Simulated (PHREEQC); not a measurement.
Buffer: an equilibrium model

Dissolve 0.02 mol NH4Cl, 0.003 mol NH3 and 6.4e-05 mol NaCl per kg of water at 25 °C and 10 atm. Closed to the air; pH follows from the charge balance.

Equilibrium calculation in PHREEQC: ion-association model, phreeqc.dat.

Each row changes one thing in this solution. This is a speciation only: nothing precipitates in the calculation.

```tsv
case	pH	ionic strength (mol/kgw)	NH4+ (mol/kgw)	NH3 (mol/kgw)	SI of Halite (NaCl)
as made	8.49	0.0201	0.0200	0.00300	-7.58
diluted 2-fold with water	8.47	0.0100	0.0100	0.00150	…
diluted 100-fold with water	8.38	0.000203	0.000202	2.75e-5	-11.48
NH3 replaced by NH4HS at the same molality	7.62	0.0226	0.0226	0.000454	-7.59
temperature from 25 to 30 °C	8.34	0.0201	0.0200	0.00300	-7.59
0.0007 mol/kgw Na2CO3 added	8.59	…	0.0193	0.00368	-6.23
NaCl from 6.4e-05 to 0.000128 mol/kgw	8.49	0.0201	0.0200	0.00300	-7.28
0.0063 mol/kgw SrBr2 added	…	0.0390	0.0200	0.00300	-7.62
NH4Cl from 0.02 to 0.2 mol/kgw	7.61	0.200	0.200	0.00300	-6.74
```

Problem. Complete the blanks.

Solution. 
- diluted 2-fold with water, SI of Halite (NaCl): -8.15
- 0.0007 mol/kgw Na2CO3 added, ionic strength (mol/kgw): 0.0208
- 0.0063 mol/kgw SrBr2 added, pH: 8.51
